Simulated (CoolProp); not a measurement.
Model: reference Helmholtz-energy equation of state, Schmidt 1985, in CoolProp. Above 300 K oxygen's equation is extrapolated.

For oxygen, give the phase and the cp (kJ/(kg K)), cv (kJ/(kg K)), Joule-Thomson coefficient (K/MPa), conductivity (mW/(m K)) at -62.15 °C and 847 kPa; -24.75 °C and 847 kPa; 87.45 °C and 847 kPa.


- -62.15 °C and 847 kPa: gas; cp 0.944, cv 0.657, Joule-Thomson coefficient 4.99, conductivity 19.7
- -24.75 °C and 847 kPa: gas; cp 0.934, cv 0.656, Joule-Thomson coefficient 3.73, conductivity 22.7
- 87.45 °C and 847 kPa: gas; cp 0.939, cv 0.672, Joule-Thomson coefficient 1.78, conductivity 31.4

Thermal conductivity comes from a separate model (Lemmon 2004).
